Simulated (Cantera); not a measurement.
A perfectly stirred reactor is fed with CH4 : H2 = 1 : 2.3 (molar parts), at 2670 Pa; it is held at 1950 K, and followed from long to short residence time.

Computed with Cantera and GRI-Mech 3.0 (53 species, 325 reactions). GRI-Mech 3.0 stops at C3 and has no aromatics, soot or wall deposition, so with more carbon than oxygen in the feed, carbon stays in small species such as C2H2 where larger ones or solid carbon would form. Radical loss at walls, strong at low pressure, is not modelled.

What does this change do: pressure from 2670 Pa to 53.0 Pa?


```csv
quantity,before,after
x(CH4) at τ = 2.70 s,0.00457,0.0425
x(H2) at τ = 2.70 s,0.875,0.851
x(C2H4) at τ = 2.70 s,3.33e-5,0.000400
x(C2H2) at τ = 2.70 s,0.114,0.0975
x(C2H) at τ = 2.70 s,1.14e-5,7.60e-6
x(CH4) at τ = 84.0 ms,0.0411,0.236
x(H2) at τ = 84.0 ms,0.853,0.730
x(C2H4) at τ = 84.0 ms,0.000377,0.00415
x(C2H2) at τ = 84.0 ms,0.0985,0.0173
x(C2H) at τ = 84.0 ms,6.30e-6,6.51e-7
```
